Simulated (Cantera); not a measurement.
A closed system holds: 1 mol CH₃F, 1.9 mol Si, 6.3 mol H₂, 0.66 mol CH₄, held at 133 Pa.

Equilibrium computed with Cantera from the NASA thermochemical tables; the gas is ideal and each condensed phase is pure. Candidate condensed phases: C, C₆H₆, C₇H₈, C₈H₁₈, Si, SiC; 113 gas species. The tables' values for SiF₃, SiF₂, SiF are old estimates; treat these amounts as uncertain. Rates play no part.

x: gas mole fraction; n: condensed amount in mol.

```tsv
T (°C)	x H₂	x HF	x SiF₄	x SiF₃	x SiF₂	x H	n C(graphite)	n SiC(s)
752	0.973	0.000438	0.0264	4.60e-5	1.54e-7	1.18e-7	0.00866	1.65
802	0.973	0.000801	0.0262	9.94e-5	6.06e-7	3.96e-7	0.00834	1.65
852	0.972	0.00139	0.0260	0.000200	2.10e-6	1.20e-6	0.00746	1.65
902	0.971	(withheld)	0.0256	0.000376	6.51e-6	(withheld)	(withheld)	1.65
952	0.970	(withheld)	0.0250	0.000668	1.83e-5	(withheld)	(withheld)	1.66
1002	0.969	0.00545	0.0242	0.00112	4.70e-5	1.99e-5	0.000697	1.66
1052	0.967	0.00695	0.0230	0.00204	0.000146	4.41e-5	0	1.66
1102	0.966	0.00885	0.0213	0.00339	0.000390	9.22e-5	0	1.66
1152	0.963	0.0115	0.0191	0.00505	0.000870	0.000183	0	1.66
1202	0.959	0.0149	0.0165	0.00684	0.00169	0.000348	0	1.66
1252	0.955	0.0190	0.0135	0.00853	0.00293	0.000633	0	1.66
1302	0.950	0.0237	0.0105	0.00985	0.00465	0.00111	0	1.66
1352	0.944	0.0287	0.00759	0.0105	0.00682	0.00188	0	1.66
```

Q: Some entries are withheld; supply them.

A: 
- 952, x HF: 0.00360
- 952, x H: 8.41e-6
- 952, n C(graphite): 0.00375
- 902, x HF: 0.00228
- 902, x H: 3.31e-6
- 902, n C(graphite): 0.00597
